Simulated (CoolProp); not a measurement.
Vapour-liquid equilibrium of R125 (1) + R236EA (2) at -21.75 °C; x and y are mole fractions of (1).

Values from CoolProp's multi-fluid Helmholtz-energy mixture model, Lemmon 2005 and Rui 2013; pair parameters Bell 2016.

Task: Give the bubble pressure and the first vapour's composition at x = 0.25, 0.45, 0.65. Is there an azeotrope?

Result: x = 0.25: 1.022 bar, y = 0.785; x = 0.45: 1.583 bar, y = 0.892; x = 0.65: 2.138 bar, y = 0.946. No azeotrope shows between x = 0.05 and 0.95.

The pair parameters rest on a limited set of measurements; away from them the model extrapolates. The gap from Raoult's law changes sign with composition, which may be real or a fault of the pair parameters; it wasn't checked against measurements.
